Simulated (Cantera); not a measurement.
# Fe + CO + N2 (metals in furnace atmospheres)

Feed: 1 mol Fe, 17 mol CO, 250 mol N2, at 0.133 bar.

Equilibrium computed with Cantera from the NASA thermochemical tables; the gas is ideal and each condensed phase is pure. Candidate condensed phases: C, Fe, Fe(CO)5, FeO, Fe2O3, Fe3O4; 27 gas species. Condensed phases not in the tables: cementite and carbon dissolved in iron. The numbers say what is thermodynamically allowed, not how fast it happens.

| T (K) | x N2 | x CO | x CO2 | x Fe | x C2N2 | n C(graphite) | n Fe(α) | n Fe(γ) |
|---|---|---|---|---|---|---|---|---|
| 1050 | 0.936 | 0.0634 | 0.000115 | 1.15e-12 | <1e-12 | 0.0306 | 1.00 | 0 |
| 1100 | 0.936 | 0.0636 | 4.76e-5 | 9.46e-12 | <1e-12 | 0.0127 | 1.00 | 0 |
| 1150 | 0.936 | 0.0636 | 2.13e-5 | 6.44e-11 | 1.58e-12 | 0.00569 | 1.00 | 0 |
| 1200 | 0.936 | 0.0637 | 1.02e-5 | 3.72e-10 | 6.16e-12 | 0.00273 | 0 | 1.00 |
| 1250 | 0.936 | 0.0637 | 5.20e-6 | 1.86e-9 | 2.16e-11 | 0 | 0 | 1.00 |
| 1300 | 0.936 | 0.0637 | 2.79e-6 | 8.19e-9 | 6.86e-11 | 0 | 0 | 1.000 |
| 1350 | 0.936 | 0.0637 | 1.58e-6 | 3.22e-8 | 2.00e-10 | 0 | 0 | 1.000 |
| 1400 | 0.936 | 0.0637 | 9.27e-7 | 1.15e-7 | 5.41e-10 | 0 | 0 | 1.000 |
| 1450 | 0.936 | 0.0637 | 5.67e-7 | 3.74e-7 | 1.37e-9 | 0 | 0 | 1.000 |
| 1500 | 0.936 | 0.0637 | 3.59e-7 | 1.13e-6 | 3.24e-9 | 0 | 0 | 1.000 |
x: gas mole fraction; n: condensed amount in mol.

From 1050 K to 1150 K the condensed part is C(graphite) + Fe(α). At 1200 K the condensed part is C(graphite) + Fe(γ). From 1250 K to 1500 K the condensed part is Fe(γ).
